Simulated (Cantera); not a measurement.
A perfectly stirred reactor is fed with 3.21 % CH₄, 0.154 % C₂H₆, 1.57 % C₃H₈, 15.9 % O₂, 77.0 % N₂, 2.12 % CO₂, equivalence ratio 0.93, at 1.01 bar; it is adiabatic with a 700 K inlet, and is followed from long to short residence time, starting on the burning branch (τ in s: 0.028, 0.014, 0.0068, 0.0033, 0.0016, 0.00081, 0.0004, 0.0002, 9.7e-05, 4.8e-05, 2.4e-05, 1.2e-05).

Cantera simulation using GRI-Mech 3.0 (53 species, 325 reactions); the numbers are that mechanism's predictions, not measurements. GRI-Mech 3.0 was tuned for natural gas; its chemistry of propane as a main component is partial and can be far from experiment.

One state of this run: T (K) = 2039; x CH₄ = 1.85e-5; x C₂H₆ = 2.03e-7; x C₃H₈ = 1.80e-6; x CH₂ = 1.06e-6; x CO = 0.0171; x CH₂O = 5.53e-6; x H = 0.00214. x: mole fraction; the columns are a selection and need not sum to one.

**Question.** Which value of τ (s) does it belong to?
A) 0.0033
B) 0.0016
C) 9.7e-5
D) 2.4e-5

**Answer.** A, 0.0033
